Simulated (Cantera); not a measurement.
Mixture: CO : H₂ : O₂ : N₂ : H₂O = 1 : 0.8 : 1.15 : 4.34 : 1.6 (molar parts), equivalence ratio 0.78, at 9000 Torr, adiabatic and at constant pressure. Ignition delay is the time to a rise of 400 K.

Computed with Cantera and GRI-Mech 3.0 (53 species, 325 reactions). The hydrogen kinetics of GRI-Mech 3.0 are dated; newer H2 mechanisms differ, most at raised pressure. The pressure lies above the range GRI-Mech 3.0 was tuned for (to about 10 atm).

**Question.** What does this change do: H2 0.8 to 1 parts?

**Answer.** 
| quantity | before | after |
|---|---|---|
| delay at 1250 K | 0.102 ms | 95.2 µs |
| delay at 1300 K | 46.8 µs | 43.2 µs |
| delay at 1350 K | 21.9 µs | 19.9 µs |
| delay at 1400 K | 10.8 µs | 9.72 µs |
| delay at 1450 K | 5.99 µs | 5.37 µs |
| delay at 1500 K | 3.85 µs | 3.45 µs |
| delay at 1550 K | 2.77 µs | 2.48 µs |
| apparent activation energy between 1450 and 1550 K | 140 kJ/mol | 140 kJ/mol |
